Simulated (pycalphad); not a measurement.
An equivalent pycalphad script:

```python
from pycalphad import Database, equilibrium, calculate, variables as v
import numpy as np
db = Database('COST507.tdb')
comps = ['AL', 'SI', 'C', 'VA']
phases = ['AL4C3', 'AL4SIC4', 'AL8SIC7', 'CSI', 'DIAMOND_A4', 'FCC_A1', 'GRAPHITE', 'LIQUID']
eq = equilibrium(db, comps, phases, {v.X('SI'): 0.0026, v.X('C'): 0.1459, v.T: np.arange(1850, 499, -25), v.P: 101325, v.N: 1}, output=['HM', 'SM'])
```

All values are pycalphad results on the COST 507 light-alloy database (1999) (1 atm), not direct measurements. The database dates from 1999; later assessments differ in places, in temperatures and in the compounds included. Phase fractions are per mole of atoms. Kinetics are ignored, which matters at the lower temperatures.

Results at three of the temperatures:

```
T = 1075.00 K, P = 101325 Pa, N = 1 mol of atoms
G = -51498 J/mol, H = 17377 J/mol, S = 64.07 J/(mol K)  (SER reference)
chemical potentials (J/mol): Al -48319, Si -77681, C -69585
phase             fraction      x(Al)      x(Si)       x(C)
LIQUID              0.6596     0.9961     0.0039   4.51e-08
AL4C3               0.3404     0.5713   0.000108     0.4286
```

```
T = 875.00 K, P = 101325 Pa, N = 1 mol of atoms
G = -39690 J/mol, H = 4256 J/mol, S = 50.22 J/(mol K)  (SER reference)
chemical potentials (J/mol): Al -34408, Si -50466, C -70321
phase             fraction      x(Al)      x(Si)       x(C)
FCC_A1              0.6603     0.9995   0.000527   1.08e-12
AL4C3               0.3043     0.5713   0.000132     0.4286
AL8SIC7             0.0354     0.5000     0.0625     0.4375
```

```
T = 550.00 K, P = 101325 Pa, N = 1 mol of atoms
G = -25336 J/mol, H = -4745 J/mol, S = 37.44 J/(mol K)  (SER reference)
chemical potentials (J/mol): Al -17722, Si -39123, C -69528
phase             fraction      x(Al)      x(Si)       x(C)
FCC_A1              0.6604     1.0000   1.03e-06      1e-14
AL4C3               0.2980     0.5714   6.22e-07     0.4286
AL8SIC7             0.0416     0.5000     0.0625     0.4375
```

Changes of the phase set, refined by bisection:

```
T (K)             phases above              phases below
-----  -----------------------  ------------------------
931.1           AL4C3 + LIQUID   AL4C3 + FCC_A1 + LIQUID
927.8  AL4C3 + FCC_A1 + LIQUID  AL4C3 + AL8SIC7 + FCC_A1
```

Database names, with the compositions (at.%) that they take in these runs: AL4C3: Al 57 C 43; AL8SIC7: Al 50 C 44 Si 6. FCC_A1 is fcc.
